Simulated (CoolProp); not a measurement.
The fluid at 444.13 K and 3.76 MPa is throttled through a valve to 0.852 MPa with no heat exchange. The same conditions are run with several fluids, on thermodynamics alone (safety and materials aside).

Model: reference Helmholtz-energy equation of state of each fluid (R407C: Lemmon 2003; R134a: Tillner-Roth 1994; propane: Lemmon 2009; propyne: Polt 1992; dry air: Lemmon 2000), in CoolProp. The equations of Platzer and Polt are older, rougher fits. Blends and air are pseudo-pure fits.

Q: Rank R407C, R134a, propane, propyne, dry air by temperature change (K), highest first.

A: dry air (-2.1), R407C (-18.0), propane (-18.2), R134a (-19.8), propyne (-23.2)

```csv
fluid,final density (kg/m³)
R407C,21.5
R134a,25.9
propane,11.1
propyne,10.2
dry air,6.70
```
